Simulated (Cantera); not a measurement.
Input (Python, Cantera) and output of one run.

```python
import numpy as np
import cantera as ct

gas_names = [...]  # 87 gases of nasa_gas.yaml made of C, H, Si
cond_names = """
    C(gr) C6H6(L) C7H8(L) C8H18(L),n-octa Si(cr) Si(L) SiC(b)
""".split()


# ... load() reads the species with a 1 bar reference pressure and builds the phases ...
atoms = {
    'CH3SiH3': {'C': 1, 'H': 6, 'Si': 1},
    'CH4': {'C': 1, 'H': 4},
    'H2': {'H': 2},
    'C3H8': {'C': 3, 'H': 8},
}
top_T = {'C(gr)': 4500, 'SiC(b)': 3050}  # K; cautious upper limits of use, not melting points


# ... equilibrate(T, P, feed) seeds the gas with the atoms and calls Mixture.equilibrate('TP', solver="vcs", rtol=1e-11, max_steps=5000) ...
results = []
feed = {'CH3SiH3': 1, 'CH4': 0.028, 'H2': 93, 'C3H8': 0.018}  # mol
T = 2448.15  # K
P = 210  # Pa
mix = equilibrate(T, P, feed)
results.append((T, P, feed, dict(zip(mix.species_names, mix.species_moles))))
print(gas.report(threshold=1e-05))
for i in range(1, mix.n_phases):
    print(f"{mix.phase(i).name:16s} {mix.phase_moles(i):12.5e} mol")
```

Output:

```
       temperature   2448.2 K
          pressure   210 Pa
           density   2.0608e-05 kg/m^3
  mean mol. weight   1.9975 kg/kmol
   phase of matter   gas

                          1 kg             1 kmol
                     ---------------   ---------------
          enthalpy        7.0688e+07         1.412e+08  J
   internal energy        6.0498e+07        1.2084e+08  J
           entropy        1.2049e+05        2.4067e+05  J/K
    Gibbs function       -2.2429e+08         -4.48e+08  J
 heat capacity c_p             15289             30539  J/K
 heat capacity c_v             11126             22224  J/K

                      mass frac. Y      mole frac. X     chem. pot. / RT
                     ---------------   ---------------   ---------------
                 C        0.00017929        2.9816e-05           -3.4641
               C2H         0.0014691        0.00011724           -20.306
    C2H2,acetylene          0.043832         0.0033625           -33.684
                C3        0.00088547        4.9086e-05           -10.392
                 H           0.17551            0.3478           -13.378
                H2           0.64607           0.64013           -26.755
                Si           0.10389         0.0073888           -12.322
              SiC2           0.02605        0.00099859            -19.25
               SiH         0.0011299        7.7575e-05           -25.699
              Si2C        0.00056306        1.6496e-05           -28.108
     [  +77 minor]        0.00041623         2.479e-05

C(gr)             0.00000e+00 mol
Si(L)             0.00000e+00 mol
SiC(b)            0.00000e+00 mol
```

Method: chemical equilibrium by Gibbs-energy minimisation in Cantera with the NASA 1993 tables (ideal gas, pure condensed phases). The feed counts by its element totals alone.
